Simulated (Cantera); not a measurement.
# Hydrocarbon pyrolysis for carbon deposition

An isothermal, constant-pressure homogeneous reactor starts with C3H8 : H2 = 1 : 2.2 (molar parts), at 1525 K and 0.0543 atm.

Model: GRI-Mech 3.0 (53 species, 325 reactions), integrated in Cantera. GRI-Mech 3.0 was tuned for natural gas; its chemistry of propane as a main component is partial and can be far from experiment. GRI-Mech 3.0 stops at C3 and has no aromatics, soot or wall deposition, so with more carbon than oxygen in the feed, carbon stays in small species such as C2H2 where larger ones or solid carbon would form.

| t (s) | x C3H8 | x H2 | x C2H2 | x C2H | x H | x C2H4 | x C2H6 |
|---|---|---|---|---|---|---|---|
| 7.00e-5 | 0.233 | 0.651 | 0.000293 | 5.25e-10 | 0.000538 | 0.0523 | 0.00455 |
| 0.000252 | 0.0573 | 0.575 | 0.0101 | 3.40e-8 | 0.000883 | 0.177 | 0.0147 |
| 0.000910 | 0.00113 | 0.565 | 0.0511 | 8.32e-8 | 0.000420 | 0.179 | 0.00421 |
| 0.00328 | 4.59e-6 | 0.582 | 0.0865 | 3.94e-8 | 0.000121 | 0.139 | 0.000615 |
| 0.0118 | 5.63e-8 | 0.598 | 0.119 | 2.10e-8 | 4.82e-5 | 0.0992 | 7.62e-5 |
| 0.0427 | 1.91e-8 | 0.617 | 0.160 | 2.26e-8 | 3.97e-5 | 0.0482 | 3.50e-5 |
| 0.154 | 9.54e-9 | 0.635 | 0.196 | 3.31e-8 | 4.90e-5 | 0.00497 | 3.64e-5 |
| 0.555 | 7.26e-9 | 0.647 | 0.202 | 3.55e-8 | 5.19e-5 | 0.00216 | 3.15e-5 |
| 2.00 | 3.73e-9 | 0.676 | 0.212 | 3.99e-8 | 5.81e-5 | 0.00208 | 1.89e-5 |
x: mole fraction; the columns are a selection and need not sum to one.

Equilibrium at this temperature and pressure: C3H8 9.38e-11, H2 0.749, C2H2 0.237, C2H 6.10e-8, H 8.79e-5, C2H4 0.00216, C2H6 6.35e-7 (gas phase only).
